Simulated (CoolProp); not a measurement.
Properties of normal hydrogen at several states (Tc = 33.1 K, pc = 1.296 MPa, ω = -0.219).

Computed with CoolProp (reference Helmholtz-energy equation of state, Leachman 2009).

```json
[
 {"T (K)": "216.3", "p (MPa)": "0.365", "phase": "gas", "Z": "1.002", "speed of sound (m/s)": "1132", "Joule-Thomson coefficient (K/MPa)": "-0.07480", "Prandtl number": "0.685"},
 {"T (K)": "828.9", "p (MPa)": "0.0545", "phase": "gas", "Z": "1.000", "speed of sound (m/s)": "2179", "Joule-Thomson coefficient (K/MPa)": "-0.5867", "Prandtl number": "0.678"},
 {"T (K)": "768.2", "p (MPa)": "0.266", "phase": "gas", "Z": "1.001", "speed of sound (m/s)": "2101", "Joule-Thomson coefficient (K/MPa)": "-0.5814", "Prandtl number": "0.679"},
 {"T (K)": "541", "p (MPa)": "1.41", "phase": "supercritical", "Z": "1.005", "speed of sound (m/s)": "1774", "Joule-Thomson coefficient (K/MPa)": "-0.5271", "Prandtl number": "0.679"},
 {"T (K)": "436.3", "p (MPa)": "0.177", "phase": "gas", "Z": "1.001", "speed of sound (m/s)": "1587", "Joule-Thomson coefficient (K/MPa)": "-0.4663", "Prandtl number": "0.683"},
 {"T (K)": "606.3", "p (MPa)": "0.0209", "phase": "gas", "Z": "1.000", "speed of sound (m/s)": "1868", "Joule-Thomson coefficient (K/MPa)": "-0.5503", "Prandtl number": "0.681"}
]
```

Viscosity comes from a separate model (Muzny 2013). Thermal conductivity comes from a separate model (Assael 2011).
